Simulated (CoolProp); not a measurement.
Saturation properties of CH2F2 (R32) (Tc = 351.3 K, pc = 5783 kPa, ω = 0.277).

Values from CoolProp's reference Helmholtz-energy equation of state, Tillner-Roth 1997.

```csv
T (K),p (kPa),liquid density (kg/m³),vapour density (kg/m³),liquid cp (kJ/(kg K)),vapour viscosity (µPa s),liquid conductivity (mW/(m K))
255.4,?,1114,12.10,1.668,11.5,168
260.9,538.5,1096,14.69,1.689,11.7,164
266.4,651.2,1078,17.71,1.712,12.0,160
271.9,781.0,1060,21.22,1.739,?,156
277.4,?,1040,25.29,1.769,12.6,151
282.9,1099,1021,30.00,1.804,12.9,147
288.4,1290,999.9,35.46,1.845,13.2,142
293.9,1505,978.4,41.77,1.893,?,138
299.4,1747,955.8,49.10,1.951,13.8,133
304.9,2016,931.9,57.64,2.021,14.2,128
310.4,2316,906.4,67.63,2.110,14.7,124
```

Some entries are withheld; supply them.


- 255.4, p (kPa): 441.4
- 271.9, vapour viscosity (µPa s): 12.3
- 277.4, p (kPa): 929.6
- 293.9, vapour viscosity (µPa s): 13.5

It boils at 221.5 K under 1 atm.

Viscosity comes from a separate model (Bell 2016), an estimate that may be off by 10 % or more. Thermal conductivity comes from a separate model (Huber 2003), an estimate that may be off by 10 % or more.
